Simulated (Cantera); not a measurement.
A closed system holds: 1 mol c-C4F8, 0.082 mol CH4, at 2948 K and 2.70 Pa.

Method: chemical equilibrium by Gibbs-energy minimisation in Cantera with the NASA 1993 tables (ideal gas, pure condensed phases). Candidate condensed phases: C, C6H6, C7H8, C8H18; 95 gas species. The feed counts by its element totals alone. The numbers say what is thermodynamically allowed, not how fast it happens.

Base state: F 0.699, C 0.201, C3 0.0366, H 0.0248, C2 0.0208, CF 0.0128, HF 0.00461, C4 1.89e-5 (mole fractions); condensed: gas only.

Question: What changes in the equilibrium state with this change: c-C4F8 replaced by CH3Cl?

Answer: 
| species | before | after |
|---|---|---|
| H | 0.0248 | 0.638 |
| Cl | 0 | 0.192 |
| C | 0.201 | 0.145 |
| F | 0.699 | 0 |
| CF | 0.0128 | 0 |
| C3 | 0.0366 | 0.0137 |
| C2 | 0.0208 | 0.0108 |
| HF | 0.00461 | 0 |
| HCl | 0 | 0.000268 |
| CF2 | 1.84e-5 | 0 |

Question: What changes in the equilibrium state with this change: CH4 from 0.082 to 0.036 mol?

Answer: 
| species | before | after |
|---|---|---|
| F | 0.699 | 0.714 |
| C | 0.201 | 0.202 |
| C3 | 0.0366 | 0.0370 |
| H | 0.0248 | 0.0110 |
| HF | 0.00461 | 0.00210 |
| CF | 0.0128 | 0.0132 |
| C2 | 0.0208 | 0.0209 |
| CF2 | 1.84e-5 | 1.92e-5 |
| C5 | 1.80e-5 | 1.82e-5 |
| C4 | 1.89e-5 | 1.91e-5 |
